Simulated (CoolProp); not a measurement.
R143a along the isobar 2.94 MPa: fugacity coefficient from the reference equation and from simpler models built on Tc = 345.9 K, pc = 3.762 MPa, ω = 0.261; each cubic takes its own stable root.

Values from CoolProp's reference Helmholtz-energy equation of state, Lemmon and Jacobsen 2000.

```csv
T (K),phase,reference,Redlich-Kwong,Soave-Redlich-Kwong
177.2,liquid,0.001812,0.004680,0.001756
201.8,liquid,(withheld),0.02188,0.01031
226.5,liquid,(withheld),0.06687,0.03850
251.2,liquid,0.1000,(withheld),0.1044
275.8,liquid,0.2121,0.2854,0.2236
300.5,liquid,0.3811,0.4595,(withheld)
325.2,liquid,0.5989,0.6565,(withheld)
349.9,gas,0.7353,0.7513,(withheld)
374.5,gas,0.7922,0.7978,0.8067
```

Q: Complete the blanks.

A: 
- 201.8, reference: 0.01032
- 226.5, reference: 0.03758
- 251.2, Redlich-Kwong: 0.1530
- 300.5, Soave-Redlich-Kwong: 0.4025
- 325.2, Soave-Redlich-Kwong: 0.6264
- 349.9, Soave-Redlich-Kwong: 0.7528
